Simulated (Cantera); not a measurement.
Reactions in the system F-N-O-Si

Source: NASA polynomial tables (part measured, part estimated), evaluated in Cantera. Values are per mole of reaction as written; species without (g) are pure solids or liquids, kept so even where they would boil at 1 bar.

8 SiO(g) + 4 NF3(g) → 4 NO2(g) + 5 Si + 3 SiF4(g)

| T (K) | ΔH° (kJ) | ΔS° (J/K) | ΔG° (kJ) | log10 K | condensed phases |
|---|---|---|---|---|---|
| 948 | -3356.4 | -797.3 | -2600.6 | 143.29 | Si(s) |
| 1148 | -3347.2 | -788.5 | -2442.0 | 111.11 | Si(s) |
| 1348 | -3337.3 | -780.6 | -2285.1 | 88.55 | Si(s) |
| 1548 | -3326.8 | -773.3 | -2129.7 | 71.86 | Si(s) |
| 1748 | -3065.2 | -618.4 | -1984.3 | 59.30 | Si(l) |
| 1948 | -3056.0 | -613.3 | -1861.2 | 49.91 | Si(l) |
| 2148 | -3046.8 | -608.9 | -1739.0 | 42.29 | Si(l) |
| 2348 | -3037.7 | -604.8 | -1617.6 | 35.99 | Si(l) |
| 2548 | -3028.6 | -601.1 | -1497.0 | 30.69 | Si(l) |
| 2748 | -3019.6 | -597.7 | -1377.2 | 26.18 | Si(l) |
| 2948 | -3010.7 | -594.5 | -1258.0 | 22.29 | Si(l) |
